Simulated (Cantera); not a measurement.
Input (Python, Cantera) and output of one run.

```python
import numpy as np
import cantera as ct

gas_names = """
    H HNO HNO2 HNO3 HO2 H2 H2O H2O2 H2S H2SO4 N NH NH2 NH3 NH2OH NO NO2 NO3 N2 N2H2 N2H4 N2O O OH O2 O3
    S SH SN SO SO2 SO3 S2 S2O S8
""".split()
cond_names = """
    H2O(s) H2O(L) H2SO4(L) S(cr1) S(cr2) S(L)
""".split()


# ... load() reads the species with a 1 bar reference pressure and builds the phases ...
atoms = {
    'H2O': {'H': 2, 'O': 1},
    'SO2': {'S': 1, 'O': 2},
    'N2': {'N': 2},
}
top_T = {}  # K; cautious upper limits of use, not melting points


# ... equilibrate(T, P, feed) seeds the gas with the atoms and calls Mixture.equilibrate('TP', solver="vcs", rtol=1e-11, max_steps=5000) ...
results = []
T = 3175  # K
P = 1000  # Pa
for m in [0.054, 0.064, 0.075, 0.089, 0.11, 0.12, 0.15, 0.17, 0.21, 0.24, 0.29]:
    feed = {'H2O': 1, 'SO2': m, 'N2': 19}  # mol
    mix = equilibrate(T, P, feed)
    results.append((T, P, feed, dict(zip(mix.species_names, mix.species_moles))))
    x = sorted(zip(gas.X, gas.species_names), reverse=True)
    print(f"T = {T:g} K  P = {P:g} Pa  n(SO2) = {m:g} mol  gas = {mix.phase_moles(0):.4g} mol")
    print("   x: " + "  ".join(f"{s} {v:.3e}" for v, s in x if v > 0.0001))
    print("   condensed (mol): " + ("  ".join(f"{mix.phase(i).name} {mix.phase_moles(i):.4g}"
          for i in range(1, mix.n_phases) if mix.phase_moles(i) > 1e-12) or "none"))
```

Result:

```
T = 3175 K  P = 1000 Pa  n(SO2) = 0.054 mol  gas = 22.07 mol
   x: N2 8.592e-01  H 8.738e-02  O 4.500e-02  NO 2.996e-03  S 2.227e-03  H2 1.108e-03  OH 9.497e-04  O2 5.078e-04  N 3.751e-04  SO 2.077e-04
   condensed (mol): none
T = 3175 K  P = 1000 Pa  n(SO2) = 0.064 mol  gas = 22.1 mol
   x: N2 8.581e-01  H 8.726e-02  O 4.570e-02  NO 3.041e-03  S 2.632e-03  H2 1.105e-03  OH 9.632e-04  O2 5.239e-04  N 3.748e-04  SO 2.493e-04
   condensed (mol): none
T = 3175 K  P = 1000 Pa  n(SO2) = 0.075 mol  gas = 22.13 mol
   x: N2 8.569e-01  H 8.712e-02  O 4.648e-02  NO 3.090e-03  S 3.075e-03  H2 1.102e-03  OH 9.780e-04  O2 5.418e-04  N 3.746e-04  SO 2.962e-04
   condensed (mol): none
T = 3175 K  P = 1000 Pa  n(SO2) = 0.089 mol  gas = 22.17 mol
   x: N2 8.554e-01  H 8.695e-02  O 4.746e-02  S 3.636e-03  NO 3.153e-03  H2 1.097e-03  OH 9.967e-04  O2 5.649e-04  N 3.742e-04  SO 3.576e-04
   condensed (mol): none
T = 3175 K  P = 1000 Pa  n(SO2) = 0.11 mol  gas = 22.23 mol
   x: N2 8.531e-01  H 8.670e-02  O 4.892e-02  S 4.469e-03  NO 3.245e-03  H2 1.091e-03  OH 1.024e-03  O2 6.001e-04  SO 4.531e-04  N 3.737e-04
   condensed (mol): none
T = 3175 K  P = 1000 Pa  n(SO2) = 0.12 mol  gas = 22.25 mol
   x: N2 8.520e-01  H 8.658e-02  O 4.961e-02  S 4.862e-03  NO 3.289e-03  H2 1.088e-03  OH 1.037e-03  O2 6.172e-04  SO 4.999e-04  N 3.735e-04
   condensed (mol): none
T = 3175 K  P = 1000 Pa  n(SO2) = 0.15 mol  gas = 22.34 mol
   x: N2 8.488e-01  H 8.622e-02  O 5.166e-02  S 6.031e-03  NO 3.419e-03  H2 1.079e-03  OH 1.076e-03  O2 6.693e-04  SO 6.457e-04  N 3.728e-04
   condensed (mol): none
T = 3175 K  P = 1000 Pa  n(SO2) = 0.17 mol  gas = 22.39 mol
   x: N2 8.466e-01  H 8.598e-02  O 5.302e-02  S 6.800e-03  NO 3.504e-03  OH 1.101e-03  H2 1.073e-03  SO 7.471e-04  O2 7.049e-04  N 3.723e-04
   condensed (mol): none
T = 3175 K  P = 1000 Pa  n(SO2) = 0.21 mol  gas = 22.5 mol
   x: N2 8.424e-01  H 8.551e-02  O 5.569e-02  S 8.314e-03  NO 3.672e-03  OH 1.150e-03  H2 1.061e-03  SO 9.597e-04  O2 7.778e-04  N 3.714e-04
   condensed (mol): none
T = 3175 K  P = 1000 Pa  n(SO2) = 0.24 mol  gas = 22.58 mol
   x: N2 8.393e-01  H 8.517e-02  O 5.767e-02  S 9.430e-03  NO 3.795e-03  OH 1.186e-03  SO 1.127e-03  H2 1.053e-03  O2 8.341e-04  N 3.707e-04
   condensed (mol): none
T = 3175 K  P = 1000 Pa  n(SO2) = 0.29 mol  gas = 22.72 mol
   x: N2 8.341e-01  H 8.460e-02  O 6.091e-02  S 1.125e-02  NO 3.996e-03  SO 1.421e-03  OH 1.245e-03  H2 1.039e-03  O2 9.305e-04  N 3.696e-04
   condensed (mol): none
```

These are equilibrium values from Cantera (NASA tables, ideal gas, pure condensed phases), not measurements of a reactor.
